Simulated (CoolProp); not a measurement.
Vapour-liquid equilibrium of n-hexane (1) + dimethyl carbonate (2) at 433.1 K; x and y are mole fractions of (1).

The numbers come from the multi-fluid Helmholtz-energy mixture model, Thol 2019 and Zhou 2011; pair parameters Bell 2016 in CoolProp.

Task: Give the bubble pressure and the first vapour's composition at x = 0.05, 0.5, 0.95. Is there an azeotrope?

Result: x = 0.05: 705.8 kPa, y = 0.147; x = 0.5: 992.2 kPa, y = 0.571; x = 0.95: 943.2 kPa, y = 0.927. y crosses x between x = 0.65 and 0.8: the model has an azeotrope there.

The pair parameters rest on a limited set of measurements; away from them the model extrapolates.
